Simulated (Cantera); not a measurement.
An isothermal, constant-pressure homogeneous reactor starts with NO : N2 = 1 : 0.26 (molar parts), at 2223 K and 33.0 Torr. Integrator tolerance rtol = 1e-08.

Detailed kinetics in Cantera: GRI-Mech 3.0 (53 species, 325 reactions). Radical loss at walls, strong at low pressure, is not modelled.

Task: What does this change do: temperature 2223 to 1675 K?

Result: 
```csv
quantity,before,after
x(NO) at 3.00 s,0.0191 (gas-phase equilibrium 0.0156),0.782 (gas-phase equilibrium 0.00317)
x(N2) at 3.00 s,0.591 (gas-phase equilibrium 0.593),0.212 (gas-phase equilibrium 0.602)
x(O2) at 3.00 s,0.381 (gas-phase equilibrium 0.383),0.00589 (gas-phase equilibrium 0.395)
x(N2O) at 3.00 s,1.84e-7 (gas-phase equilibrium 1.58e-7),0.000213 (gas-phase equilibrium 3.41e-8)
x(O) at 3.00 s,0.00925 (gas-phase equilibrium 0.00927),2.25e-5 (gas-phase equilibrium 0.000103)
```

Task: What does this change do: temperature 2223 to 1875 K?

Result: 
```tsv
quantity	before	after
x(NO) at 3.00 s	0.0191 (gas-phase equilibrium 0.0156)	0.697 (gas-phase equilibrium 0.00636)
x(N2) at 3.00 s	0.591 (gas-phase equilibrium 0.593)	0.255 (gas-phase equilibrium 0.600)
x(O2) at 3.00 s	0.381 (gas-phase equilibrium 0.383)	0.0480 (gas-phase equilibrium 0.393)
x(N2O) at 3.00 s	1.84e-7 (gas-phase equilibrium 1.58e-7)	0.000168 (gas-phase equilibrium 6.63e-8)
x(O) at 3.00 s	0.00925 (gas-phase equilibrium 0.00927)	0.000301 (gas-phase equilibrium 0.000723)
```
